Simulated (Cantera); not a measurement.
Input: 1 mol C6H6, 0.43 mol NH3, 98 mol H2, equilibrated at 24.0 bar.

Cantera equilibrium calculation (NASA polynomials, part measured and part estimated; ideal gas, pure solids and liquids). Candidate condensed phases: C, C6H6, C7H8, C8H18; 92 gas species. Rates play no part.

x: gas mole fraction; n: condensed amount in mol.

```json
[
 {"T (K)": "1273", "x H2": "0.935", "x CH4": "0.0626", "x N2": "0.00217", "x HCN": "2.28e-6", "x C2H2 (acetylene)": "3.50e-8", "x NH3": "0.000140", "x H": "1.41e-7", "n C(graphite)": "0"},
 {"T (K)": "1323", "x H2": "0.935", "x CH4": "0.0626", "x N2": "0.00218", "x HCN": "5.08e-6", "x C2H2 (acetylene)": "1.48e-7", "x NH3": "0.000115", "x H": "3.13e-7", "n C(graphite)": "0"},
 {"T (K)": "1373", "x H2": "0.935", "x CH4": "0.0625", "x N2": "0.00219", "x HCN": "?", "x C2H2 (acetylene)": "?", "x NH3": "?", "x H": "?", "n C(graphite)": "0"},
 {"T (K)": "1423", "x H2": "0.935", "x CH4": "0.0625", "x N2": "0.00219", "x HCN": "2.11e-5", "x C2H2 (acetylene)": "1.96e-6", "x NH3": "8.04e-5", "x H": "1.31e-6", "n C(graphite)": "0"},
 {"T (K)": "1473", "x H2": "0.936", "x CH4": "0.0617", "x N2": "0.00219", "x HCN": "3.94e-5", "x C2H2 (acetylene)": "6.09e-6", "x NH3": "6.84e-5", "x H": "2.50e-6", "n C(graphite)": "0.0615"},
 {"T (K)": "1523", "x H2": "0.948", "x CH4": "0.0497", "x N2": "0.00216", "x HCN": "5.61e-5", "x C2H2 (acetylene)": "1.12e-5", "x NH3": "5.95e-5", "x H": "4.59e-6", "n C(graphite)": "1.16"},
 {"T (K)": "1573", "x H2": "0.957", "x CH4": "0.0403", "x N2": "0.00213", "x HCN": "7.80e-5", "x C2H2 (acetylene)": "1.98e-5", "x NH3": "5.21e-5", "x H": "8.12e-6", "n C(graphite)": "2.02"},
 {"T (K)": "1623", "x H2": "0.965", "x CH4": "0.0331", "x N2": "0.00210", "x HCN": "0.000106", "x C2H2 (acetylene)": "3.36e-5", "x NH3": "4.58e-5", "x H": "1.39e-5", "n C(graphite)": "2.70"},
 {"T (K)": "1673", "x H2": "0.970", "x CH4": "0.0274", "x N2": "0.00208", "x HCN": "0.000141", "x C2H2 (acetylene)": "5.53e-5", "x NH3": "4.05e-5", "x H": "2.29e-5", "n C(graphite)": "3.24"},
 {"T (K)": "1723", "x H2": "0.975", "x CH4": "?", "x N2": "0.00205", "x HCN": "?", "x C2H2 (acetylene)": "?", "x NH3": "?", "x H": "?", "n C(graphite)": "?"},
 {"T (K)": "1773", "x H2": "0.978", "x CH4": "0.0194", "x N2": "0.00201", "x HCN": "0.000238", "x C2H2 (acetylene)": "0.000137", "x NH3": "3.22e-5", "x H": "5.74e-5", "n C(graphite)": "3.99"},
 {"T (K)": "1823", "x H2": "0.981", "x CH4": "0.0165", "x N2": "0.00197", "x HCN": "0.000302", "x C2H2 (acetylene)": "0.000207", "x NH3": "2.88e-5", "x H": "8.76e-5", "n C(graphite)": "4.25"},
 {"T (K)": "1873", "x H2": "0.983", "x CH4": "0.0141", "x N2": "0.00193", "x HCN": "0.000376", "x C2H2 (acetylene)": "0.000307", "x NH3": "2.59e-5", "x H": "0.000131", "n C(graphite)": "4.45"}
]
```

Q: What belongs in the gaps?

A: 
- 1723, x CH4: 0.0229
- 1723, x HCN: 0.000185
- 1723, x C2H2 (acetylene): 8.82e-5
- 1723, x NH3: 3.60e-5
- 1723, x H: 3.67e-5
- 1723, n C(graphite): 3.66
- 1373, x HCN: 1.06e-5
- 1373, x C2H2 (acetylene): 5.66e-7
- 1373, x NH3: 9.55e-5
- 1373, x H: 6.57e-7
